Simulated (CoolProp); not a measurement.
The numbers come from the reference Helmholtz-energy equation of state, Bücker 2006 in CoolProp.

Problem. Give the vapour pressure (MPa), enthalpy of vaporisation (kJ/kg), vapour Z, surface tension (mN/m) of saturated n-butane at 29.85, 55.25 °C.

Solution. 
| T (°C) | p (MPa) | enthalpy of vaporisation (kJ/kg) | vapour Z | surface tension (mN/m) |
|---|---|---|---|---|
| 29.85 | 0.282 | 356 | 0.916 | 11.4 |
| 55.25 | 0.567 | 327 | 0.864 | 8.58 |

Surface tension comes from a separate correlation (Mulero 2012).
